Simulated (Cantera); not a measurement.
## Hydrogen reduction and annealing atmospheres: PbO + H₂ + H₂O

Input: 1 mol PbO, 74 mol H₂, 0.57 mol H₂O, at 2250 Torr.

Method: chemical equilibrium by Gibbs-energy minimisation in Cantera with the NASA 1993 tables (ideal gas, pure condensed phases). Candidate condensed phases: H₂O, Pb, PbO, PbO₂, Pb₃O₄; 12 gas species. Kinetics and transport are ignored.

From 998 K to 1498 K the condensed part is Pb(l). From 1598 K to 1898 K nothing is condensed. The main Pb-bearing gas is Pb throughout.

| T (K) | log p H₂ | log p H₂O | log p Pb | log p H | n Pb(l) |
|---|---|---|---|---|---|
| 998 | 0.47 | -1.20 | -4.81 | -8.43 | 1.000 |
| 1098 | 0.47 | -1.20 | -3.93 | -7.37 | 0.997 |
| 1198 | 0.47 | -1.20 | -3.20 | -6.49 | 0.984 |
| 1298 | 0.47 | -1.20 | -2.59 | -5.74 | 0.936 |
| 1398 | 0.47 | -1.20 | -2.07 | -5.09 | 0.787 |
| 1498 | 0.46 | -1.20 | -1.62 | -4.53 | 0.396 |
| 1598 | 0.46 | -1.21 | -1.40 | -4.04 | 0 |
| 1698 | 0.46 | -1.21 | -1.40 | -3.61 | 0 |
| 1798 | 0.46 | -1.21 | -1.40 | -3.22 | 0 |
| 1898 | 0.46 | -1.21 | -1.40 | -2.88 | 0 |
log p: log10 of the partial pressure in bar; n: condensed amount in mol.
